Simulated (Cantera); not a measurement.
Charge: 1 mol CH3SiCl3, 0.85 mol C2H4, 87 mol H2, at 12.0 Torr.

Equilibrium computed with Cantera from the NASA thermochemical tables; the gas is ideal and each condensed phase is pure. Candidate condensed phases: C, C6H6, C7H8, C8H18, Si, SiC; 109 gas species. The feed counts by its element totals alone. Equilibrium is a limit: real reactors are often held back by kinetics, nucleation or transport.

Over these rows the condensed part is C(graphite) + SiC(s). Partial pressures as log10 of bar:

| T (K) | 1000/T (1/K) | log p SiCl2 | log p H2 | log p HCl |
|---|---|---|---|---|
| 1050 | 0.9524 | -7.71 | -1.81 | -3.28 |
| 1150 | 0.8696 | -7.32 | -1.81 | -3.28 |
| 1250 | 0.8000 | ? | -1.81 | -3.28 |
| 1350 | 0.7407 | -6.72 | -1.81 | -3.28 |
| 1450 | 0.6897 | -6.49 | -1.81 | -3.28 |
| 1550 | 0.6452 | -6.29 | -1.81 | -3.28 |

Question: Fit log p(SiCl2) = a + b·(1000/T) to the five rows, give the apparent enthalpy, and predict the row at 1250 K.

Answer: Means: 1000/T = 0.7795, log p = -6.906. Sxy = -0.303615, Sxx = 0.0656184, so b = -4.63 and a = -6.906 − (-4.63)×0.7795 = -3.30.
Apparent enthalpy: −19.145 × (-4.63) = 89 kJ/mol. With the condensed phases at unit activity, SiC(s) + 2 HCl(g) = SiCl2(g) + C(graphite) + H2(g) links this pressure to the main gases: over the six rows their terms move log p by +0.00 in all, so the slope is close to that reaction's ΔH°. The five rows lie within 0.01 of the line.
Prediction at 1250 K: -3.30 + (-4.63)×0.8000 = -7.00. The computed value is -7.00, 0.00 from the line.
